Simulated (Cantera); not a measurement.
Feed: 1 mol Ta2O5, 0.46 mol CH4, 1.9 mol CO, at 10000 Pa.

These are equilibrium values from Cantera (NASA tables, ideal gas, pure condensed phases), not measurements of a reactor. Candidate condensed phases: C, C6H6, C7H8, C8H18, H2O, Ta, TaC, Ta2O5; 113 gas species. Mutual solubility and eutectic melting of coexisting phases are not modelled. TaC: taken at fixed stoichiometry. Condensed phases not in the tables: Ta2C. Rates play no part.

Task: At 1700 K, list the 5 most abundant gas species with their mole fractions, and the condensed phases.

Result: CO 0.707, H2 0.291, H2O 0.000956, CO2 0.000679, H 0.000251. Condensed: TaC(s) + Ta2O5(s).
